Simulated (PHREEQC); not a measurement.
# Phosphoric acid bath: an equilibrium model

Dissolve 0.012 mol KH2PO4 and 0.011 mol HF per kg of water at 25 °C. Closed to the air; pH follows from the charge balance.

Equilibrium calculation in PHREEQC: ion-association model, wateq4f.dat.

No solid was allowed to form.

Problem. Estimate the pH.

Solution. pH 2.82.

Problem. In which forms is F present?

Solution. HF 64 %, F- 32 %, H2F2 2.3 %, HF2- 1.7 % of the F.

H3PO4, which wateq4f.dat lacks, is added to it with the constant of phreeqc.dat.
